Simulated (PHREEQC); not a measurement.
Make-up at 27 °C: 5.6 mol/kgw KOH and 1.7 mol/kgw LiCl. Closed to the air; pH follows from the charge balance.

Computed with PHREEQC (Pitzer model, pitzer.dat).

No solid was allowed to form.

Q: What pH does the model give?

A: pH 15.16.

Examples of supersaturated solids here: Sylvite. Others may be too. Complexes and solids missing from the database can't appear. In brines, pH and single-ion activities rest on the MacInnes convention.
